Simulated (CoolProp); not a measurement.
The fluoroketone C6F12O (FK-5-1-12) along the isotherm 271.3 K: density (kg/m³) from the reference equation and from simpler models built on Tc = 441.8 K, pc = 1.869 MPa, ω = 0.471; each cubic takes its own stable root.

Model: reference Helmholtz-energy equation of state, McLinden 2015, in CoolProp.

```
p (MPa)   phase  reference
-------  ------  ---------
2.08     liquid       1688
4.15     liquid       1695
6.23     liquid       1701
8.31     liquid       1708
10.4     liquid       1714
12.5     liquid       1720
14.5     liquid       1725
16.6     liquid       1731
18.7     liquid       1736
```

Problem. How far does each simpler model (Soave-Redlich-Kwong, Peng-Robinson) lie from the reference over these 9 states: mean and median of the absolute difference, and the worst?

Solution. 
- Soave-Redlich-Kwong: mean 7.8 %, median 7.8 %, worst -8.5 % at 271.3 K and 2.08 MPa
- Peng-Robinson: mean 3.4 %, median 3.5 %, worst +3.7 % at 271.3 K and 18.7 MPa
